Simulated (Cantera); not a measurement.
A perfectly stirred reactor is fed with 2.02 % C3H8, 20.6 % O2, 77.4 % N2, equivalence ratio 0.49, at 10.0 bar; it is adiabatic with a 698 K inlet, and is followed from long to short residence time, starting on the burning branch (τ in s: 0.032, 0.014, 0.0061, 0.0027, 0.0012, 0.00051, 0.00022, 9.6e-05, 4.2e-05, 1.8e-05, 8e-06, 3.5e-06).

Detailed kinetics in Cantera: GRI-Mech 3.0 (53 species, 325 reactions). GRI-Mech 3.0 was tuned for natural gas; its chemistry of propane as a main component is partial and can be far from experiment.

Question: Predict: blow-out, bracketed by the residence times tried; x(C3H8) at τ = 32.0 ms; x(O2) at τ = 32.0 ms; x(H2) at τ = 32.0 ms; x(HCO) at τ = 32.0 ms; x(OH) at τ = 32.0 ms; x(C3H8) at τ = 0.220 ms; x(O2) at τ = 0.220 ms; x(H2) at τ = 0.220 ms; x(HCO) at τ = 0.220 ms; x(OH) at τ = 0.220 ms.

Answer: 
| Item | Value |
|---|---|
| blow-out, bracketed by the residence times tried | burning at 96.0 µs, out at 42.0 µs |
| x(C3H8) at τ = 32.0 ms | 6.91e-7 |
| x(O2) at τ = 32.0 ms | 0.103 |
| x(H2) at τ = 32.0 ms | 1.29e-5 |
| x(HCO) at τ = 32.0 ms | 3.70e-9 |
| x(OH) at τ = 32.0 ms | 0.000441 |
| x(C3H8) at τ = 0.220 ms | 3.43e-5 |
| x(O2) at τ = 0.220 ms | 0.106 |
| x(H2) at τ = 0.220 ms | 0.000295 |
| x(HCO) at τ = 0.220 ms | 6.50e-7 |
| x(OH) at τ = 0.220 ms | 0.00128 |
